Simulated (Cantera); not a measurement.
An adiabatic, constant-pressure homogeneous reactor starts with CH4 : C2H6 : O2 : N2 = 1 : 0.035 : 1.63 : 6.14 (molar parts), equivalence ratio 1.3, at 1650 K and 2.00 bar. Integrator tolerance rtol = 1e-08.

Cantera simulation using GRI-Mech 3.0 (53 species, 325 reactions); the numbers are that mechanism's predictions, not measurements.

### Question
What does this change do: initial temperature 1650 to 1675 K?

### Answer
```tsv
quantity	before	after
time of steepest temperature rise	96.2 µs	79.2 µs
temperature at 5.00 s	2861 K	2871 K
equilibrium temperature	2861 K	2871 K
x(CH4) at 5.00 s	<1e-12 (gas-phase equilibrium <1e-12)	<1e-12 (gas-phase equilibrium <1e-12)
x(C2H6) at 5.00 s	<1e-12 (gas-phase equilibrium <1e-12)	<1e-12 (gas-phase equilibrium <1e-12)
x(O2) at 5.00 s	0.00457 (gas-phase equilibrium 0.00457)	0.00478 (gas-phase equilibrium 0.00478)
x(NO2) at 5.00 s	7.12e-7 (gas-phase equilibrium 7.12e-7)	7.49e-7 (gas-phase equilibrium 7.49e-7)
x(O) at 5.00 s	0.00330 (gas-phase equilibrium 0.00330)	0.00351 (gas-phase equilibrium 0.00351)
x(CH2) at 5.00 s	<1e-12 (gas-phase equilibrium <1e-12)	<1e-12 (gas-phase equilibrium <1e-12)
x(H) at 5.00 s	0.0154 (gas-phase equilibrium 0.0154)	0.0160 (gas-phase equilibrium 0.0160)
```

### Question
What does this change do: pressure from 2.00 bar to 15.0 bar?

### Answer
```tsv
quantity	before	after
time of steepest temperature rise	96.2 µs	24.3 µs
temperature at 5.00 s	2861 K	2998 K
equilibrium temperature	2861 K	2998 K
x(CH4) at 5.00 s	<1e-12 (gas-phase equilibrium <1e-12)	4.24e-12 (gas-phase equilibrium 4.99e-12)
x(C2H6) at 5.00 s	<1e-12 (gas-phase equilibrium <1e-12)	<1e-12 (gas-phase equilibrium <1e-12)
x(O2) at 5.00 s	0.00457 (gas-phase equilibrium 0.00457)	0.00217 (gas-phase equilibrium 0.00217)
x(NO2) at 5.00 s	7.12e-7 (gas-phase equilibrium 7.12e-7)	1.00e-6 (gas-phase equilibrium 1.00e-6)
x(O) at 5.00 s	0.00330 (gas-phase equilibrium 0.00330)	0.00136 (gas-phase equilibrium 0.00136)
x(CH2) at 5.00 s	<1e-12 (gas-phase equilibrium <1e-12)	5.30e-12 (gas-phase equilibrium 5.65e-12)
x(H) at 5.00 s	0.0154 (gas-phase equilibrium 0.0154)	0.00840 (gas-phase equilibrium 0.00840)
```
The pressure lies above the range GRI-Mech 3.0 was tuned for (to about 10 atm). Above 3000 K some thermodynamic fits are extrapolated.
